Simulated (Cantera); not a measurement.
A closed system holds: 1 mol CH₃Cl, 0.035 mol CH₄, 1 mol H₂, held at 18.0 Pa.

These are equilibrium values from Cantera (NASA tables, ideal gas, pure condensed phases), not measurements of a reactor. Candidate condensed phases: C, C₆H₆, C₇H₈, C₈H₁₈; 91 gas species. The numbers say what is thermodynamically allowed, not how fast it happens.

### Question
What share of the C ends up in condensed phases as a function of T (K), at 1748, 1898, 2048, 2198, 2348, 2498, 2648, 2798, 2948, 3098, 3248, 3398, 3548?

### Answer
```json
[
 {"T (K)": "1748", "C condensed (%)": "100.0", "as": "C(graphite)"},
 {"T (K)": "1898", "C condensed (%)": "99.9", "as": "C(graphite)"},
 {"T (K)": "2048", "C condensed (%)": "99.6", "as": "C(graphite)"},
 {"T (K)": "2198", "C condensed (%)": "99.1", "as": "C(graphite)"},
 {"T (K)": "2348", "C condensed (%)": "98.2", "as": "C(graphite)"},
 {"T (K)": "2498", "C condensed (%)": "93.2", "as": "C(graphite)"},
 {"T (K)": "2648", "C condensed (%)": "48.7", "as": "C(graphite)"},
 {"T (K)": "2798", "C condensed (%)": "0.0", "as": "-"},
 {"T (K)": "2948", "C condensed (%)": "0.0", "as": "-"},
 {"T (K)": "3098", "C condensed (%)": "0.0", "as": "-"},
 {"T (K)": "3248", "C condensed (%)": "0.0", "as": "-"},
 {"T (K)": "3398", "C condensed (%)": "0.0", "as": "-"},
 {"T (K)": "3548", "C condensed (%)": "0.0", "as": "-"}
]
```
